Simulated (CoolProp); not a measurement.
Vapour-liquid equilibrium of CHF3 (R23) (1) + propylene (2) at 0.0537 MPa; x and y are mole fractions of (1).

Values from CoolProp's multi-fluid Helmholtz-energy mixture model, Penoncello 2003 and Lemmon 2013; pair parameters Bell 2016.

**Question.** Give the bubble temperature and the first vapour's composition at x = 0.2, 0.275, 0.35. Is there an azeotrope?

**Answer.** x = 0.2: 186.2 K, y = 0.824; x = 0.275: 184.0 K, y = 0.856; x = 0.35: 182.9 K, y = 0.872. No azeotrope shows between x = 0.05 and 0.95.

The pair parameters rest on a limited set of measurements; away from them the model extrapolates. With so large a gap from Raoult's law the liquid may split in two, which this calculation doesn't test in full.
